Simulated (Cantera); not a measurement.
## Equilibrium for chemical vapour transport: Fe3O4 + HCl + O2 + Cl2

Feed: 1 mol Fe3O4, 0.47 mol HCl, 0.1 mol O2, 0.32 mol Cl2, equilibrated at 725 K.

Equilibrium computed with Cantera from the NASA thermochemical tables; the gas is ideal and each condensed phase is pure. Candidate condensed phases: Fe, FeCl2, FeCl3, FeO, Fe(OH)2, Fe(OH)3, Fe2O3, Fe3O4, H2O; 22 gas species. Condensed phases not in the tables: FeOCl. The numbers say what is thermodynamically allowed, not how fast it happens.

| P (Pa) | x HCl | x Fe2Cl6 | x FeCl3 | x H2O | x Cl2 | n Fe2O3(s) |
|---|---|---|---|---|---|---|
| 1000 | 0.755 | 0.111 | 0.101 | 0.000695 | 0.0323 | 1.40 |
| 3200 | 0.770 | 0.134 | 0.0618 | 0.00147 | 0.0329 | 1.40 |
| 10000 | 0.777 | 0.149 | 0.0369 | 0.00309 | 0.0333 | 1.40 |
| 32000 | 0.778 | 0.160 | 0.0214 | 0.00658 | 0.0337 | 1.40 |
| 100000 | 0.772 | 0.168 | 0.0124 | 0.0136 | 0.0340 | 1.40 |
| 320000 | 0.753 | 0.178 | 0.00712 | 0.0276 | 0.0344 | 1.39 |
| 1000000 | 0.718 | 0.190 | 0.00417 | 0.0524 | 0.0350 | 1.39 |
x: gas mole fraction; n: condensed amount in mol.

From 10.0 mbar to 10.0 bar the condensed part is Fe2O3(s). The main Fe-bearing gas is Fe2Cl6 throughout.
